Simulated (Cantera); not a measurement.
Feed: 1 mol Cr, 0.015 mol H₂O, 13 mol N₂, held at 2.60 Pa.

Cantera equilibrium calculation (NASA polynomials, part measured and part estimated; ideal gas, pure solids and liquids). Candidate condensed phases: Cr, CrN, Cr₂N, Cr₂O₃, H₂O; 29 gas species. Mutual solubility and eutectic melting of coexisting phases are not modelled. Equilibrium is a limit: real reactors are often held back by kinetics, nucleation or transport.

**Question.** What share of the Cr ends up in condensed phases as a function of T (K), at 1398, 1448, 1498, 1548, 1598, 1648, 1698, 1748, 1798, 1848?

**Answer.** 
```json
[
 {"T (K)": "1398", "Cr condensed (%)": "97.0", "as": "Cr(s) + Cr₂O₃(s)"},
 {"T (K)": "1448", "Cr condensed (%)": "90.7", "as": "Cr(s) + Cr₂O₃(s)"},
 {"T (K)": "1498", "Cr condensed (%)": "72.4", "as": "Cr(s) + Cr₂O₃(s)"},
 {"T (K)": "1548", "Cr condensed (%)": "22.3", "as": "Cr(s) + Cr₂O₃(s)"},
 {"T (K)": "1598", "Cr condensed (%)": "0.9", "as": "Cr₂O₃(s)"},
 {"T (K)": "1648", "Cr condensed (%)": "0.8", "as": "Cr₂O₃(s)"},
 {"T (K)": "1698", "Cr condensed (%)": "0.4", "as": "Cr₂O₃(s)"},
 {"T (K)": "1748", "Cr condensed (%)": "0.0", "as": "-"},
 {"T (K)": "1798", "Cr condensed (%)": "0.0", "as": "-"},
 {"T (K)": "1848", "Cr condensed (%)": "0.0", "as": "-"}
]
```
